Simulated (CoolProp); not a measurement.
Vapour-liquid equilibrium of dimethyl ether (1) + methanol (2) at 0.0691 bar; x and y are mole fractions of (1).

Model: multi-fluid Helmholtz-energy mixture model, Wu 2011 and de Reuck 1993; pair parameters Bell 2016, in CoolProp.

| x | bubble temperature (°C) | y at the bubble point | dew temperature at overall composition x (°C) | liquid density (mol/L) |
|---|---|---|---|---|
| 0.05 | -39.2 | 0.970 | 7.9 | 25.77 |
| 0.125 | ? | 0.993 | 6.5 | 25.27 |
| 0.2 | -60.8 | 0.996 | 5.0 | 24.53 |
| 0.275 | -64.1 | 0.997 | 3.4 | 23.75 |
| 0.35 | ? | 0.998 | 1.7 | 22.98 |
| 0.425 | -67.3 | 0.998 | -0.3 | 22.22 |
| 0.5 | -68.2 | 0.998 | -2.4 | 21.49 |
| 0.575 | ? | 0.998 | -4.9 | 20.79 |
| 0.65 | -69.4 | 0.998 | -7.8 | 20.11 |
| 0.725 | -70.0 | 0.998 | ? | ? |
| 0.8 | -70.6 | 0.998 | -15.8 | 18.84 |
| 0.875 | -71.3 | 0.999 | -22.1 | 18.25 |
| 0.95 | -72.1 | 0.999 | -33.4 | 17.68 |

Q: Some entries are withheld; supply them.

A: 
- 0.125, bubble temperature (°C): -54.6
- 0.35, bubble temperature (°C): -66.1
- 0.575, bubble temperature (°C): -68.9
- 0.725, dew temperature at overall composition x (°C): -11.3
- 0.725, liquid density (mol/L): 19.46

No azeotrope shows between x = 0.05 and 0.95.

The pair parameters rest on a limited set of measurements; away from them the model extrapolates. With so large a gap from Raoult's law the liquid may split in two, which this calculation doesn't test in full.
